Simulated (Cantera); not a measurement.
Input: 1 mol Si₂Cl₆, 19 mol NH₃, 1.5 mol H₂, at 32.3 Torr.

Cantera equilibrium calculation (NASA polynomials, part measured and part estimated; ideal gas, pure solids and liquids). Candidate condensed phases: NH₄Cl, Si, Si₃N₄; 28 gas species. The feed counts by its element totals alone. Equilibrium is a limit: real reactors are often held back by kinetics, nucleation or transport.

Over these rows the condensed part is Si₃N₄(s). Partial pressures as log10 of bar:

```csv
T (K),1000/T (1/K),log p SiCl₄,log p H₂,log p N₂,log p HCl
925,1.0811,-4.73,-1.55,-2.07,-2.21
1075,0.9302,-4.99,-1.55,-2.07,-2.21
1225,0.8163,?,-1.55,-2.07,-2.21
1375,0.7273,-5.34,-1.55,-2.07,-2.21
1525,0.6557,-5.56,-1.55,-2.06,-2.23
1675,0.5970,-6.03,-1.54,-2.05,-2.32
```

Task: Fit log p(SiCl₄) = a + b·(1000/T) to the five rows, give the apparent enthalpy, and predict the row at 1225 K.

Result: Means: 1000/T = 0.7983, log p = -5.330. Sxy = 0.388944, Sxx = 0.1632709, so b = 2.38 and a = -5.330 − (2.38)×0.7983 = -7.23.
Apparent enthalpy: −19.145 × (2.38) = -46 kJ/mol. With the condensed phases at unit activity, 1/3 Si₃N₄(s) + 4 HCl(g) = SiCl₄(g) + 2 H₂(g) + 2/3 N₂(g) links this pressure to the main gases: over the six rows their terms move log p by -0.47 in all, so the slope isn't that reaction's ΔH° alone. The five rows lie within 0.22 of the line; that is curvature, so one enthalpy describes this range poorly.
Prediction at 1225 K: -7.23 + (2.38)×0.8163 = -5.29. The computed value is -5.18, 0.11 from the line.
